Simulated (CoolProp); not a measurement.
Properties of 1-butene along the isotherm 294.1 K.

Model: reference Helmholtz-energy equation of state, Lemmon 2005, in CoolProp. It is a short technical equation, of lower accuracy than the large ones.

```tsv
p (bar)	phase	density (kg/m³)	Joule-Thomson coefficient (K/MPa)	isothermal compressibility (1/MPa)	fugacity coefficient
0.633	gas	1.479	29.18	16.09	0.9822
1.3	gas	3.100	29.84	8.007	0.9635
5.48	liquid	593.7	-0.2820	0.003012	0.4484
11.3	liquid	594.8	-0.2875	0.002955	0.2224
23.1	liquid	596.8	-0.2980	0.002847	0.1138
47.5	liquid	600.8	-0.3174	0.002651	0.06079
97.5	liquid	608.3	-0.3496	0.002330	0.03580
200	liquid	621.5	-0.3953	0.001884	0.02558
```
